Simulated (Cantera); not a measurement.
A freely propagating, adiabatic, planar premixed flame of H2 : O2 : N2 = 1 : 0.385 : 1.45 (molar parts), unburnt at 425 K and 0.440 bar; mixture-averaged transport, grid criteria slope 0.08 and curve 0.16, no radiation.

Model: the H2/O2 subset of GRI-Mech 3.0, which has no nitrogen chemistry, integrated in Cantera. Burning velocities carry a grid error of a few per cent, more on coarse grids.

### Question
How do the results move with these cheaper or finer settings: unity-Lewis-number transport; multicomponent transport; multicomponent+Soret transport; grid criteria slope 0.5, curve 1; grid criteria slope 0.25, curve 0.5; grid criteria slope 0.03, curve 0.06?

### Answer
```
setting                               laminar burning velocity  thermal thickness  peak x(H)  peak x(O)  grid points
------------------------------------  ------------------------  -----------------  ---------  ---------  -----------
as above                                              453 cm/s            1.19 mm     0.0858    0.00912          133
unity-Lewis-number transport                          281 cm/s           0.941 mm     0.0904    0.00878          123
multicomponent transport                              444 cm/s            1.19 mm     0.0855    0.00906          134
multicomponent+Soret transport                        421 cm/s            1.16 mm     0.0836    0.00901          134
grid criteria slope 0.5, curve 1                      510 cm/s            1.60 mm     0.0859    0.00923           39
grid criteria slope 0.25, curve 0.5                   468 cm/s            1.29 mm     0.0864    0.00909           68
grid criteria slope 0.03, curve 0.06                  449 cm/s            1.16 mm     0.0857    0.00914          295
```
The base run took roughly 1.4 core-seconds.
Unity Lewis numbers drop preferential diffusion, which matters most where H2 and H carry the flame; Soret adds thermal diffusion.
